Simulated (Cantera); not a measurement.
An adiabatic, constant-volume homogeneous reactor starts with CH₄ : CO : O₂ : N₂ = 1 : 0.24 : 6.06 : 22.8 (molar parts), at 1598 K and 10.0 bar.

Model: GRI-Mech 3.0 (53 species, 325 reactions), integrated in Cantera.

One state of this run: T (K) = 2510; P (bar) = 15.7; x CH₄ = <1e-12; x CO = 0.00110; x O₂ = 0.129; x H = 0.000112; x OH = 0.00530; x C₂H₂ = <1e-12. x: mole fraction; the columns are a selection and need not sum to one.

Q: Which value of t (s) does it belong to?
A) 4.16e-5
B) 0.200
C) 0.0240
D) 0.000347

A: D, 0.000347
